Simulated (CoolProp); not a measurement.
Vapour-liquid equilibrium of CH2F2 (R32) (1) + R1234yf (2) at 210.7 K; x and y are mole fractions of (1).

Computed with CoolProp (multi-fluid Helmholtz-energy mixture model, Tillner-Roth 1997 and Lemmon 2022; pair parameters Bell 2023).

Problem. Give the bubble pressure and the first vapour's composition at x = 0.2, 0.425, 0.95. Is there an azeotrope?

Solution. x = 0.2: 32.80 kPa, y = 0.547; x = 0.425: 43.96 kPa, y = 0.735; x = 0.95: 56.03 kPa, y = 0.962. No azeotrope shows between x = 0.05 and 0.95.

Pair parameters are fitted to limited data, so mixtures are less certain than the pure fluids.
